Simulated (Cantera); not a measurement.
Charge: 1 mol SiCl₄, 3.3 mol HCl, 6.5 mol H₂, held at 1098.15 K and 100 Torr.

Cantera equilibrium calculation (NASA polynomials, part measured and part estimated; ideal gas, pure solids and liquids). Candidate condensed phases: Si; 19 gas species. The tables' values for SiCl₃ are old estimates; treat these amounts as uncertain. Equilibrium is a limit: real reactors are often held back by kinetics, nucleation or transport.

Base state: H₂ 0.599, HCl 0.309, SiCl₄ 0.0895, SiHCl₃ 0.00253, SiCl₃ 0.000491, SiCl₂ 3.78e-5 (mole fractions); condensed: gas only.

Problem. What changes in the equilibrium state with this change: temperature from 1098.15 K to 525 K?

Solution. 
```csv
species,before,after
H₂,0.599,0.602
HCl,0.309,0.306
SiCl₄,0.0895,0.0926
SiCl₃,0.000491,<1e-9
SiCl₂,3.78e-5,<1e-9
```
